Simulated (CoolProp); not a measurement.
Vapour-liquid equilibrium of R1234yf (1) + R1234ze(E) (2) at 278.6 K; x and y are mole fractions of (1).

Computed with CoolProp (multi-fluid Helmholtz-energy mixture model, Lemmon 2022 and Thol 2016; pair parameters Bell 2022).

### Question
Give the bubble pressure and the first vapour's composition at x = 0.35, 0.8, 0.95. Is there an azeotrope?

### Answer
x = 0.35: 3.069 bar, y = 0.428; x = 0.8: 3.565 bar, y = 0.843; x = 0.95: 3.730 bar, y = 0.962. No azeotrope shows between x = 0.05 and 0.95.

Pair parameters are fitted to limited data, so mixtures are less certain than the pure fluids.
